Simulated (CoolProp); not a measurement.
Octamethyltrisiloxane (MDM) along the isotherm 95.55 °C: Z from the reference equation and from simpler models built on Tc = 292.2 °C, pc = 1.438 MPa, ω = 0.528; each cubic takes its own stable root.

Computed with CoolProp (reference Helmholtz-energy equation of state, Thol 2017).

```tsv
p (MPa)	phase	reference	van der Waals	Soave-Redlich-Kwong
0.216	liquid	0.02246	0.03880	0.02466
0.431	liquid	0.04478	…	0.04913
0.647	liquid	…	…	0.07367
0.863	liquid	0.08953	0.1528	0.09814
1.08	liquid	0.1120	0.1904	0.1227
1.29	liquid	0.1336	0.2265	0.1464
1.51	liquid	0.1563	0.2641	0.1711
1.73	liquid	0.1790	…	0.1958
1.94	liquid	0.2005	0.3368	…
2.16	liquid	0.2231	…	…
```

Q: Fill in the missing entries.

A: 
- 0.431, van der Waals: 0.07703
- 0.647, reference: 0.06717
- 0.647, van der Waals: 0.1151
- 1.73, van der Waals: 0.3014
- 1.94, Soave-Redlich-Kwong: 0.2193
- 2.16, van der Waals: 0.3737
- 2.16, Soave-Redlich-Kwong: 0.2439
